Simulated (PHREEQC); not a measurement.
NaOH is added in steps, without added water, to 1 kg of water holding 0.012 mol AgNO3, at 25 °C. Oxygen is held at 0.21 atm. CO2 from the air is kept out. Precipitation was switched off in this run.

Base run: PHREEQC, ion-association model, wateq4f.dat. Each further column changes one thing. The table gives Ag(OH)2- (mol/kgw).

| NaOH added (mol) | base | Debye-Hückel limiting law | all activity coefficients set to 1 | metal-ligand complexes left out | Davies equation for every ion |
|---|---|---|---|---|---|
| 0 | 6.01e-13 | 6.20e-13 | 5.43e-13 | 6.03e-13 | 6.11e-13 |
| 0.00375 | 0.000258 | 0.000257 | (withheld) | 0.000258 | 0.000259 |
| 0.006875 | 0.000716 | 0.000713 | (withheld) | 0.000716 | 0.000718 |
| 0.01063 | 0.00141 | 0.00141 | 0.00145 | 0.00141 | 0.00142 |
| 0.01438 | 0.00219 | 0.00218 | 0.00227 | 0.00219 | 0.00220 |
| 0.01812 | 0.00300 | 0.00298 | (withheld) | 0.00301 | 0.00301 |
| 0.02125 | 0.00368 | 0.00364 | (withheld) | 0.00368 | 0.00369 |
| 0.025 | 0.00445 | 0.00441 | (withheld) | 0.00446 | 0.00447 |

Question: What belongs in the gaps?

Answer: 
- 0.00375, all activity coefficients set to 1: 0.000260
- 0.006875, all activity coefficients set to 1: 0.000729
- 0.01812, all activity coefficients set to 1: 0.00312
- 0.02125, all activity coefficients set to 1: 0.00383
- 0.025, all activity coefficients set to 1: 0.00465

In at least one series the solution becomes supersaturated in solids that the run did not let form, among them Ag2O.
